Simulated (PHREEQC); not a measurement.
Consider water at 20 °C with 0.0019 mol/kgw ZnSO4, 0.0013 mol/kgw H3AsO4, 0.022 mol/kgw NaF and 0.0001 mol/kgw Na2SO4. Closed to the air; pH follows from the charge balance.

All values are PHREEQC results (ion-association model, wateq4f.dat), not measurements.

Problem. The ionic strength comes out as 0.0284 mol/kgw. What activity coefficients do HF2-, Zn+2, SO4-2, Na+, H+ get?

Solution. HF2- 0.85, Zn+2 0.55, SO4-2 0.54, Na+ 0.86, H+ 0.88.

This is a speciation only: nothing precipitates in the calculation. The database has no arsenate complexes of Zn.
